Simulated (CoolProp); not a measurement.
Vapour-liquid equilibrium of R114 (1) + benzene (2) at 390.1 K; x and y are mole fractions of (1).

Computed with CoolProp (multi-fluid Helmholtz-energy mixture model, Platzer 1990 and Thol 2012; pair parameters Bell 2016). This equation is an older, rougher fit; its heat capacities, sound speeds and derivatives of the liquid may be far off and weren't checked against measurements.

Task: Give the bubble pressure and the first vapour's composition at x = 0.15, 0.65, 0.95. Is there an azeotrope?

Result: x = 0.15: 705.5 kPa, y = 0.619; x = 0.65: 1449 kPa, y = 0.867; x = 0.95: 1879 kPa, y = 0.976. No azeotrope shows between x = 0.05 and 0.95.

Pair parameters are fitted to limited data, so mixtures are less certain than the pure fluids.
